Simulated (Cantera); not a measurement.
An isothermal plug-flow reactor at 625 K and 5.00 bar (inlet), inlet velocity 1.2 m/s, active area per volume 540 1/m; feed CO : O2 : N2 : H2O = 0.002 : 0.013 : 0.79 : 0.0091 (molar parts), equivalence ratio 0.077.

Model: Deutschmann's 1995 Pt surface mechanism with GRI-Mech 3.0 gas chemistry, integrated in Cantera. Catalytic surfaces can have several steady states; this one follows from the mechanism file's or the stated starting coverage. Mass transfer to the wall is taken as infinitely fast.

Q: What does this change do: pressure from 5.00 bar to 1.60 bar?

A: 
| quantity | before | after |
|---|---|---|
| x(CO) at z = 0.0044 m | 0.00234 | 0.00206 |
| x(O2) at z = 0.0044 m | 0.0159 | 0.0158 |
| x(H2O) at z = 0.0044 m | 0.0112 | 0.0112 |
| x(CO2) at z = 0.0044 m | 0.000118 | 0.000402 |
| θ(free Pt) at the exit | 0.0148 | 0.0289 |
| θ(O*) at the exit | 0.0135 | 0.0168 |
| θ(OH*) at the exit | 0.00116 | 0.00102 |
| θ(CO*) at the exit | 0.971 | 0.953 |
